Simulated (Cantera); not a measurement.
Feed: 1 mol CH3OH, 5.5 mol CO2, 25 mol N2, 28 mol H2, at 750 Torr.

These are equilibrium values from Cantera (NASA tables, ideal gas, pure condensed phases), not measurements of a reactor. Candidate condensed phases: C, C6H6, C7H8, C8H18, H2O; 169 gas species. Ions and electrons are included (thermal ionisation). Kinetics and transport are ignored.

log p: log10 of the partial pressure in bar; nothing condenses.

```csv
T (°C),log p H,log p N2,log p H2,log p CO,log p H2O,log p O,log p OH,log p N
2727,-1.04,-0.41,-0.47,-1.01,-1.13,-2.96,-2.18,-5.06
2977,-0.76,-0.44,-0.54,-1.03,-1.24,-2.32,-1.87,-4.43
3227,-0.55,-0.47,-0.65,-1.06,-1.47,-1.85,-1.71,-3.89
3477,-0.41,-0.51,-0.82,-1.10,-1.85,-1.55,-1.72,-3.43
3727,-0.31,-0.54,-1.03,-1.13,-2.36,-1.40,-1.87,-3.02
3977,-0.26,-0.57,…,-1.15,…,-1.33,…,…
4227,-0.24,-0.58,-1.55,-1.16,-3.51,-1.30,-2.35,-2.34
4477,-0.23,-0.59,…,-1.17,…,-1.28,…,…
4727,-0.22,-0.60,-2.06,-1.17,-4.58,-1.27,-2.84,-1.78
```

Task: What belongs in the gaps?

Result: 
- 4477, log p H2: -1.81
- 4477, log p H2O: -4.07
- 4477, log p OH: -2.60
- 4477, log p N: -2.04
- 3977, log p H2: -1.29
- 3977, log p H2O: -2.93
- 3977, log p OH: -2.10
- 3977, log p N: -2.66
